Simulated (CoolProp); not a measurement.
Vapour-liquid equilibrium of 1-butene (1) + acetone (2) at 59.75 °C; x and y are mole fractions of (1).

Model: multi-fluid Helmholtz-energy mixture model, Lemmon 2005 and Lemmon 2006; pair parameters Bell 2016, in CoolProp.

| x | bubble pressure, mixture model (MPa) | bubble pressure, Raoult's law (MPa) | y, mixture model | y, Raoult's law |
|---|---|---|---|---|
| 0.05 | 0.1895 | 0.1468 | 0.407 | 0.258 |
| 0.15 | … | 0.2111 | 0.665 | 0.538 |
| 0.25 | 0.4147 | 0.2753 | … | 0.688 |
| 0.35 | 0.4876 | 0.3396 | 0.807 | 0.780 |
| 0.45 | 0.5422 | 0.4038 | 0.838 | 0.844 |
| 0.55 | 0.5854 | 0.4681 | 0.862 | 0.890 |
| 0.65 | … | 0.5323 | 0.883 | 0.925 |
| 0.75 | … | 0.5966 | 0.906 | 0.952 |
| 0.85 | 0.6970 | 0.6608 | 0.935 | 0.974 |
| 0.95 | 0.7370 | 0.7251 | 0.974 | 0.992 |

**Question.** What belongs in the gaps?

**Answer.** 
- 0.15, bubble pressure, mixture model (MPa): 0.3169
- 0.25, y, mixture model: 0.759
- 0.65, bubble pressure, mixture model (MPa): 0.6229
- 0.75, bubble pressure, mixture model (MPa): 0.6592

The largest gap from Raoult's law is +50.6 % in bubble pressure, at x = 0.25. No azeotrope shows between x = 0.05 and 0.95.

The pair parameters rest on a limited set of measurements; away from them the model extrapolates. With so large a gap from Raoult's law the liquid may split in two, which this calculation doesn't test in full.
